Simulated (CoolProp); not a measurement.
Properties of CF4 (R14) along the isobar 0.745 MPa (Tc = 227.4 K, pc = 3.762 MPa, ω = 0.178).

Computed with CoolProp (reference Helmholtz-energy equation of state, Platzer 1990). This equation is an older, rougher fit.

| T (K) | phase | viscosity (µPa s) | fugacity coefficient |
|---|---|---|---|
| 204.6 | gas | 12.8 | 0.9083 |
| 215.8 | gas | 13.4 | 0.9219 |
| 227 | gas | 14.0 | 0.9331 |
| 238.2 | gas | 14.6 | 0.9424 |
| 249.4 | gas | 15.2 | 0.9502 |
| 260.6 | gas | 15.7 | 0.9568 |
| 271.8 | gas | 16.3 | 0.9624 |
| 283 | gas | 16.8 | 0.9673 |
| 294.2 | gas | 17.4 | 0.9715 |
| 305.5 | gas | 17.9 | 0.9752 |
| 316.7 | gas | 18.5 | 0.9784 |
| 327.9 | gas | 19.0 | 0.9812 |

Viscosity comes from a separate model (Huber 2003), an estimate that may be off by 10 % or more.
